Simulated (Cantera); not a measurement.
Input: 1 mol MgO, 2.6 mol HI, 4.6 mol N2, held at 1000 K and 45000 Pa.

Cantera equilibrium calculation (NASA polynomials, part measured and part estimated; ideal gas, pure solids and liquids). Candidate condensed phases: H2O, I2, Mg, MgI2, MgO, Mg(OH)2; 36 gas species. Kinetics and transport are ignored.

Base state: N2 0.633, HI 0.252, H2 0.0513, I2 0.0428, I 0.0171, H2O 0.00161, MgI2 0.00161 (mole fractions); condensed: MgO(s).

Task: What changes in the equilibrium state with this change: temperature from 1000 K to 1573 K?

Result: 
```
species       before    after
-----------  -------  -------
N2             0.633    0.578
I             0.0171    0.191
H2            0.0513    0.102
HI             0.252   0.0988
H2O          0.00161   0.0124
MgI2         0.00161   0.0123
I2            0.0428  0.00608
MgI            <1e-9  2.43e-5
H              <1e-9  1.93e-5
MgO(s), mol    0.988    0.902
```
